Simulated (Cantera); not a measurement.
A Cantera script and what it prints.

```python
import numpy as np
import cantera as ct

gas_names = """
    Cu CuF CuF2 Cu2 F F2 N NF NF2 NF3 N2
""".split()
cond_names = """
    Cu(cr) Cu(L) CuF2(s) CuF2(L)
""".split()


# ... load() reads the species with a 1 bar reference pressure and builds the phases ...
atoms = {
    'Cu': {'Cu': 1},
    'F2': {'F': 2},
    'N2': {'N': 2},
}
top_T = {}  # K; cautious upper limits of use, not melting points


# ... equilibrate(T, P, feed) seeds the gas with the atoms and calls Mixture.equilibrate('TP', solver="vcs", rtol=1e-11, max_steps=5000) ...
results = []
P = 8.2  # Pa
for T in [848, 923, 998, 1073, 1148, 1223, 1298, 1373, 1448]:
    for m in [1.1, 1.8, 2.8, 4.5, 7.1, 11, 18]:
        feed = {'Cu': 1, 'F2': 0.3, 'N2': m}  # mol
        mix = equilibrate(T, P, feed)
        results.append((T, P, feed, dict(zip(mix.species_names, mix.species_moles))))

for T, P, feed, n in results:
    print(f"{T:7g} {feed['N2']:10.4g}  " + (" + ".join(c for c in cond_names if n.get(c, 0) > 1e-12) or "gas only"))
```

Result:

```
    848        1.1  Cu(cr) + CuF2(s)
    848        1.8  Cu(cr) + CuF2(s)
    848        2.8  Cu(cr) + CuF2(s)
    848        4.5  Cu(cr) + CuF2(s)
    848        7.1  Cu(cr) + CuF2(s)
    848         11  Cu(cr) + CuF2(s)
    848         18  Cu(cr) + CuF2(s)
    923        1.1  Cu(cr) + CuF2(s)
    923        1.8  Cu(cr) + CuF2(s)
    923        2.8  Cu(cr) + CuF2(s)
    923        4.5  Cu(cr) + CuF2(s)
    923        7.1  Cu(cr) + CuF2(s)
    923         11  Cu(cr) + CuF2(s)
    923         18  Cu(cr)
    998        1.1  Cu(cr)
    998        1.8  Cu(cr)
    998        2.8  Cu(cr)
    998        4.5  Cu(cr)
    998        7.1  Cu(cr)
    998         11  Cu(cr)
    998         18  Cu(cr)
   1073        1.1  Cu(cr)
   1073        1.8  Cu(cr)
   1073        2.8  Cu(cr)
   1073        4.5  Cu(cr)
   1073        7.1  Cu(cr)
   1073         11  Cu(cr)
   1073         18  Cu(cr)
   1148        1.1  Cu(cr)
   1148        1.8  Cu(cr)
   1148        2.8  Cu(cr)
   1148        4.5  Cu(cr)
   1148        7.1  Cu(cr)
   1148         11  Cu(cr)
   1148         18  Cu(cr)
   1223        1.1  Cu(cr)
   1223        1.8  Cu(cr)
   1223        2.8  Cu(cr)
   1223        4.5  Cu(cr)
   1223        7.1  Cu(cr)
   1223         11  Cu(cr)
   1223         18  Cu(cr)
   1298        1.1  Cu(cr)
   1298        1.8  Cu(cr)
   1298        2.8  Cu(cr)
   1298        4.5  Cu(cr)
   1298        7.1  Cu(cr)
   1298         11  Cu(cr)
   1298         18  Cu(cr)
   1373        1.1  Cu(L)
   1373        1.8  Cu(L)
   1373        2.8  Cu(L)
   1373        4.5  Cu(L)
   1373        7.1  Cu(L)
   1373         11  Cu(L)
   1373         18  Cu(L)
   1448        1.1  Cu(L)
   1448        1.8  Cu(L)
   1448        2.8  Cu(L)
   1448        4.5  Cu(L)
   1448        7.1  Cu(L)
   1448         11  gas only
   1448         18  gas only
```

Method: chemical equilibrium by Gibbs-energy minimisation in Cantera with the NASA 1993 tables (ideal gas, pure condensed phases).
